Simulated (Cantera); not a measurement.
Premixed flame

A freely propagating, adiabatic, planar premixed flame of 56.0 % H₂, 10.0 % O₂, 34.0 % N₂, equivalence ratio 2.8, unburnt at 323 K and 1000000 Pa; mixture-averaged transport, grid criteria slope 0.08 and curve 0.16, no radiation.

Computed with Cantera and the H2/O2 subset of GRI-Mech 3.0, which has no nitrogen chemistry. The hydrogen kinetics of GRI-Mech 3.0 are dated; newer H2 mechanisms differ, most at raised pressure. Burning velocities carry a grid error of a few per cent, more on coarse grids.

```tsv
z (mm)	T (K)	u (m/s)	x H₂	x O₂	x H	x HO₂	x H₂O	x O
-0.0823	323	2.03	0.560	0.100	<1e-8	<1e-8	1.87e-7	<1e-8
-0.0549	324	2.04	0.560	0.100	<1e-8	5.49e-8	2.68e-6	<1e-8
-0.0411	326	2.05	0.559	0.100	<1e-8	4.68e-7	2.04e-5	<1e-8
-0.0274	350	2.17	0.553	0.102	<1e-8	1.31e-5	0.000453	5.62e-8
-0.0137	586	3.47	0.520	0.102	1.79e-5	0.000785	0.0156	5.57e-6
-0.00686	947	5.45	0.484	0.0854	0.00127	0.00110	0.0575	7.95e-5
0	1303	7.41	0.445	0.0574	0.00645	0.000520	0.115	0.000289
0.00686	1532	8.70	0.414	0.0309	0.0129	0.000243	0.165	0.000361
0.0137	1658	9.42	0.397	0.0144	0.0166	0.000107	0.195	0.000242
0.0274	1760	10.00	0.386	0.00294	0.0169	2.08e-5	0.217	6.85e-5
0.0549	1822	10.3	0.387	0.000236	0.0125	1.57e-6	0.222	1.53e-5
0.110	1864	10.5	0.390	8.00e-6	0.00753	5.85e-8	0.224	4.87e-6
0.219	1890	10.7	0.392	5.40e-7	0.00403	<1e-8	0.224	1.44e-6
```
x: mole fraction of selected species; z is measured from the peak of heat release.

| Property | Result |
|---|---|
| laminar burning velocity | 203 cm/s |
| thermal thickness | 0.0274 mm |
| peak x(H) | 0.0175 |
| peak x(HO₂) | 0.00129 |
| peak x(O) | 0.000370 |
| grid points | 109 |
